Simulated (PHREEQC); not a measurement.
Make-up at 25 °C: 0.235 mol H2SO4, 0.0031 mol AlCl3 and 0.1 mol CuCl2 per kg of water. Closed to the air; pH follows from the charge balance.

The numbers come from PHREEQC with the ion-association model, phreeqc.dat.

Precipitation was switched off in this run.

### Question
What pH, specific conductance does the model give?

### Answer
pH 0.66; specific conductance 94200 µS/cm.

### Question
In which forms is Cl present?

### Answer
Cl- 95 %, CuCl+ 4.4 % of the Cl.
